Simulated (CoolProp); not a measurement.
A Linde-Hampson liquefier for nitrogen: isothermal reversible compression at 280 K from 1 atm to 10 MPa, throttling to 1 atm, return gas leaving the recuperator 5 K below the feed. Each further row changes one setting.

Model: reference Helmholtz-energy equation of state, Span 2000, in CoolProp.

```
case                        liquid yield per pass  compression work (kJ/kg of gas)
--------------------------  ---------------------  -------------------------------
as stated                                       …                              380
high pressure 20 MPa                            …                                …
warm-end temperature 310 K                  0.029                                …
warm-end gap 10 K                           0.030                              380
```

Complete the blanks.


- as stated, liquid yield per pass: 0.043
- high pressure 20 MPa, liquid yield per pass: 0.080
- high pressure 20 MPa, compression work (kJ/kg of gas): 438
- warm-end temperature 310 K, compression work (kJ/kg of gas): 423
